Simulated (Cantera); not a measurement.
Input: 1 mol Cu2O, 0.57 mol CH4, 1 mol H2, equilibrated at 1998.15 K and 133 Pa.

Cantera equilibrium calculation (NASA polynomials, part measured and part estimated; ideal gas, pure solids and liquids). Candidate condensed phases: C, C6H6, C7H8, C8H18, Cu, CuO, Cu(OH)2, Cu2O, H2O; 113 gas species. The numbers say what is thermodynamically allowed, not how fast it happens.

Base state: Cu 0.419, H2 0.351, CO 0.114, H2O 0.0835, H 0.0261, CO2 0.00590, OH 0.000617, Cu2 0.000227 (mole fractions); condensed: gas only.

Q: What changes in the equilibrium state with this change: Cu2O replaced by Fe3O4?

A: 
```csv
species,before,after
H2,0.351,0.360
H2O,0.0835,0.270
Fe,0,0.167
Cu,0.419,0
CO2,0.00590,0.0242
CO,0.114,0.147
H,0.0261,0.0264
FeO,0,0.00250
Cu2,0.000227,0
Fe(OH)2,0,0.000106
"FeO(l), mol",0,2.44
```
The tables' stoichiometric FeO is somewhat more stable than real wüstite, so its field is too wide. FeO: taken at fixed stoichiometry. Further candidate phases: Fe, Fe(CO)5, FeO, Fe(OH)2, Fe(OH)3, Fe2O3, Fe3O4.

Q: What changes in the equilibrium state with this change: CH4 from 0.57 to 0.34 mol?

A: 
| species | before | after |
|---|---|---|
| Cu | 0.419 | 0.491 |
| H2 | 0.351 | 0.250 |
| H2O | 0.0835 | 0.151 |
| CO | 0.114 | 0.0739 |
| H | 0.0261 | 0.0220 |
| O2 | 3.43e-6 | 2.21e-5 |
| O | 3.35e-5 | 8.50e-5 |
| OH | 0.000617 | 0.00132 |
| CO2 | 0.00590 | 0.00974 |
| Cu2 | 0.000227 | 0.000312 |

Q: What changes in the equilibrium state with this change: pressure from 133 Pa to 120000 Pa?

A: 
| species | before | after |
|---|---|---|
| H2 | 0.351 | 0.638 |
| CO | 0.114 | 0.199 |
| H2O | 0.0835 | 0.148 |
| Cu | 0.419 | 0.00353 |
| H | 0.0261 | 0.00117 |
| CO2 | 0.00590 | 0.0101 |
| O | 3.35e-5 | 3.63e-8 |
| OH | 0.000617 | 2.70e-5 |
| Cu2 | 0.000227 | 1.45e-5 |
| Cu(l), mol | 0 | 1.99 |
